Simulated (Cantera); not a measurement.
A perfectly stirred reactor is fed with 13.8 % N₂O, 0.318 % H₂, 85.8 % N₂, at 13300 Pa; it is held at 1548 K, and followed from long to short residence time.

Detailed kinetics in Cantera: GRI-Mech 3.0 (53 species, 325 reactions). GRI-Mech 3.0 was tuned for natural gas; its chemistry of N2O as a main component is partial and can be far from experiment. The temperature is held fixed by assumption; the heat of reaction is taken as removed at once.

Q: Predict: x(N₂O) at τ = 4.70 s; x(H₂) at τ = 4.70 s; x(H₂O) at τ = 4.70 s; x(H) at τ = 4.70 s; x(NO) at τ = 4.70 s; x(N₂O) at τ = 97.0 ms; x(H₂) at τ = 97.0 ms; x(H₂O) at τ = 97.0 ms; x(H) at τ = 97.0 ms; x(NO) at τ = 97.0 ms.

A: 
| Item | Value |
|---|---|
| x(N₂O) at τ = 4.70 s | 0.00251 |
| x(H₂) at τ = 4.70 s | 2.56e-6 |
| x(H₂O) at τ = 4.70 s | 0.00294 |
| x(H) at τ = 4.70 s | 9.75e-7 |
| x(NO) at τ = 4.70 s | 0.0196 |
| x(N₂O) at τ = 97.0 ms | 0.0571 |
| x(H₂) at τ = 97.0 ms | 4.51e-5 |
| x(H₂O) at τ = 97.0 ms | 0.00297 |
| x(H) at τ = 97.0 ms | 1.80e-6 |
| x(NO) at τ = 97.0 ms | 0.0159 |
